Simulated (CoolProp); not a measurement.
Properties of o-xylene along the isobar 0.0558 MPa (Tc = 357.1 °C, pc = 3.737 MPa, ω = 0.312).

Values from CoolProp's reference Helmholtz-energy equation of state, Zhou 2012.

```
T (°C)   phase  density (kg/m³)  cv (kJ/(kg K))  viscosity (µPa s)
------  ------  ---------------  --------------  -----------------
116.25  liquid            796.1           1.654                303
132.65     gas              [?]           1.576               8.77
149.15     gas            1.729           1.634               9.13
165.65     gas            1.658           1.690                [?]
182.15     gas            1.593           1.744               9.84
198.55     gas            1.534           1.797               10.2
215.05     gas            1.480             [?]               10.5
231.55     gas            1.429           1.898               10.9
248.05     gas            1.382           1.946               11.3
264.45     gas            1.338           1.992               11.6
280.95     gas            1.297           2.037               12.0
297.45     gas            1.258           2.081               12.3
313.95     gas            1.222           2.123               12.7
330.35     gas            1.188           2.164               13.0
346.85     gas            1.156           2.203               13.4
```

Q: Some entries are withheld; supply them.

A: 
- 132.65, density (kg/m³): 1.808
- 165.65, viscosity (µPa s): 9.48
- 215.05, cv (kJ/(kg K)): 1.848

Viscosity comes from a separate model (Cao 2016).
